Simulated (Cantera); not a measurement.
Input (Python, Cantera):

```python
import numpy as np
import cantera as ct

gas = ct.Solution("gri30.yaml")
gas.TP = 300, 50000
flame = ct.CounterflowDiffusionFlame(gas, width=0.02)
flame.fuel_inlet.X, flame.fuel_inlet.T = {'C3H8': 1}, 448
flame.oxidizer_inlet.X, flame.oxidizer_inlet.T = {'O2': 0.2, 'N2': 0.8}, 673
flame.set_refine_criteria(ratio=3, slope=0.12, curve=0.24, prune=0.03)
show = ['OH', 'H', 'NO', 'CO', 'C2H2']

rows = []
print(f"{'mdot':>8s}{'a_max':>10s}{'a_mean':>10s}{'Tmax/K':>9s}" + "".join(f"{s:>11s}" for s in show) + "   (peak mole fractions)")
for i, mdot in enumerate([0.12, 0.17, 0.23, 0.31, 0.42, 0.57, 0.78]):  # kg/m2/s on the oxidiser side
    flame.oxidizer_inlet.mdot, flame.fuel_inlet.mdot = mdot, 1.4 * mdot
    flame.solve(loglevel=0, auto=(i == 0))
    if flame.T.max() < max(448, 673) + 100:
        print(f"{mdot:8.3g}  no burning solution found from the previous one")
        break
    dT = np.abs(np.gradient(flame.T, flame.grid))
    rows.append([flame.strain_rate("max"), flame.strain_rate("mean"), flame.T.max(),
                 *(flame.X[gas.species_index(s)].max() for s in show), max(dT[0], dT[-1]) / dT.max()])
    print(f"{mdot:8.3g}{rows[-1][0]:10.1f}{rows[-1][1]:10.1f}{rows[-1][2]:9.1f}" + "".join(f"{x:11.3e}" for x in rows[-1][3:-1]))
```

Result:

```
    mdot     a_max    a_mean   Tmax/K         OH          H         NO         CO       C2H2   (peak mole fractions)
    0.12     222.9      37.5   2049.2  8.406e-03  6.740e-03  2.668e-04  7.333e-02  4.177e-02
    0.17     305.5      53.1   2025.8  8.186e-03  7.053e-03  2.401e-04  7.249e-02  3.963e-02
    0.23     402.2      71.9   2009.5  8.041e-03  7.335e-03  2.179e-04  7.218e-02  3.804e-02
    0.31     527.5      96.9   1992.0  7.850e-03  7.571e-03  1.935e-04  7.202e-02  3.625e-02
    0.42     695.2     131.2   1971.7  7.590e-03  7.745e-03  1.664e-04  7.213e-02  3.413e-02
    0.57     918.7     178.1   1948.9  7.269e-03  7.846e-03  1.380e-04  7.271e-02  3.167e-02
    0.78    1224.1     243.7   1921.3  6.836e-03  7.818e-03  1.076e-04  7.391e-02  2.865e-02
```

Computed with Cantera and GRI-Mech 3.0 (53 species, 325 reactions). GRI-Mech 3.0 was tuned for natural gas; its chemistry of propane as a main component is partial and can be far from experiment. GRI-Mech 3.0 has no aromatics or soot, which form on the fuel side of real flames. The maximum strain rate includes the flame's own expansion and is several times the mean.
